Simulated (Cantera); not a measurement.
A Cantera script and what it prints.

```python
import numpy as np
import cantera as ct

gas_names = """
    Br Br2 H HBr H2 N NH NH2 NH3 N2 N2H2 N2H4 Si SiBr SiBr2 SiBr3 SiBr4 SiH SiHBr3 SiH2 SiH2Br2 SiH3
    SiH3Br SiH4 SiN Si2 Si2N Si3
""".split()
cond_names = """
    Br2(cr) Br2(L) Si(cr) Si(L) Si3N4(a)
""".split()


def load(file, names, dense=False):
    # The tables refer to 1 bar. Condensed volumes are neglected.
    table = {s.name: s for s in ct.Species.list_from_file(file)}
    out = []
    for n in names:
        d = dict(table[n].input_data)
        d["thermo"] = dict(d["thermo"], **{"reference-pressure": 1e5})
        if dense:
            d["equation-of-state"] = {"model": "constant-volume", "density": "1e6 g/cm^3"}
        out.append(ct.Species.from_dict(d))
    return out


gas = ct.Solution(thermo="ideal-gas", species=load("nasa_gas.yaml", gas_names))
cond = {s.name: ct.Solution(thermo="fixed-stoichiometry", species=[s], name=s.name)
        for s in load("nasa_condensed.yaml", cond_names, dense=True)}
atoms = {
    'Si': {'Si': 1},
    'HBr': {'H': 1, 'Br': 1},
    'N2': {'N': 2},
}
top_T = {'Si3N4(a)': 2400}  # K; cautious upper limits of use, not melting points


def equilibrate(T, P, feed):
    n = {}
    for name, mol in feed.items():
        for a, k in atoms[name].items():
            n[a] = n.get(a, 0.0) + k * mol
    gas.TPX = T, P, n
    mass = sum(n.values()) * gas.mean_molecular_weight
    gas.equilibrate("TP")
    valid = [c for c in cond.values() if c.min_temp <= T <= top_T.get(c.name, c.max_temp)]
    mix = ct.Mixture([(gas, mass / gas.mean_molecular_weight)] + [(c, 0.0) for c in valid])
    mix.T, mix.P = T, P
    mix.equilibrate("TP", solver="vcs", rtol=1e-11, max_steps=5000)
    return mix


results = []
feed = {'Si': 1, 'HBr': 19, 'N2': 47}  # mol
T = 1098  # K
P = 61  # Pa
mix = equilibrate(T, P, feed)
results.append((T, P, feed, dict(zip(mix.species_names, mix.species_moles))))
x = sorted(zip(gas.X, gas.species_names), reverse=True)
print(f"T = {T:g} K  P = {P:g} Pa  gas = {mix.phase_moles(0):.4g} mol")
print("   x: " + "  ".join(f"{s} {v:.3e}" for v, s in x if v > 1e-06))
print("   condensed (mol): " + ("  ".join(f"{mix.phase(i).name} {mix.phase_moles(i):.4g}"
      for i in range(1, mix.n_phases) if mix.phase_moles(i) > 1e-12) or "none"))
```

Result:

```
T = 1098 K  P = 61 Pa  gas = 65.13 mol
   x: N2 7.199e-01  HBr 2.407e-01  H2 2.551e-02  SiBr4 1.204e-02  Br 1.204e-03  SiBr2 4.942e-04  SiBr3 2.193e-04  SiHBr3 1.097e-05  Br2 3.268e-06
   condensed (mol): Si3N4(a) 0.05628
```

Method: chemical equilibrium by Gibbs-energy minimisation in Cantera with the NASA 1993 tables (ideal gas, pure condensed phases). N2 is the only nitrogen source here; it is nearly inert below about 1500 K, so the nitride shown seldom forms there in practice. The tables' values for SiBr3 are old estimates; treat these amounts as uncertain.
